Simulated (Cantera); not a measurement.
Charge: 1 mol SiO2, 1.7 mol CO, 0.5 mol C, held at 1250 K and 6.00 bar.

Equilibrium computed with Cantera from the NASA thermochemical tables; the gas is ideal and each condensed phase is pure. Candidate condensed phases: C, Si, SiC, SiO2; 20 gas species. The tables hold silica as quartz up to 1696 K and as liquid above; real silica turns to tridymite and cristobalite and melts near 1996 K. The numbers say what is thermodynamically allowed, not how fast it happens.

Base state: CO 0.948, CO2 0.0519 (mole fractions); condensed: C(graphite) + SiO2(β-quartz).

Question: What changes in the equilibrium state with this change: temperature from 1250 K to 1273 K?

Answer: 
```csv
species,before,after
CO,0.948,0.960
CO2,0.0519,0.0398
"C(graphite), mol",0.584,0.565
"SiO2(β-quartz), mol",1.00,1.00
```
